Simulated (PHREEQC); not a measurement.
Dissolve 0.0056 mol Cu(NO3)2, 0.28 mol HNO3 and 0.00023 mol Na2SO4 per kg of water at 25 °C. Closed to the air; pH follows from the charge balance.

The numbers come from PHREEQC with the ion-association model, phreeqc.dat.

```
Item                         Result
--------------------  -------------
pH                             0.66
ionic strength        0.297 mol/kgw
activity of water             0.990
specific conductance    90300 µS/cm
density                 1.007 g/cm³
total alkalinity        -280 meq/kg
```

```json
[
 {"species": "NO3-", "molality": "0.291", "activity": "0.192", "log γ": "-0.181"},
 {"species": "H+", "molality": "0.280", "activity": "0.219", "log γ": "-0.106"},
 {"species": "Cu+2", "molality": "0.00560", "activity": "0.00163", "log γ": "-0.536"},
 {"species": "Na+", "molality": "0.000460", "activity": "0.000336", "log γ": "-0.136"},
 {"species": "HSO4-", "molality": "0.000200", "activity": "0.000147", "log γ": "-0.134"},
 {"species": "SO4-2", "molality": "2.74e-5", "activity": "6.91e-6", "log γ": "-0.599"},
 {"species": "CuSO4", "molality": "2.15e-6", "activity": "2.30e-6", "log γ": "0.030"},
 {"species": "NaSO4-", "molality": "1.61e-8", "activity": "1.16e-8", "log γ": "-0.141"}
]
```

No solid was allowed to form.
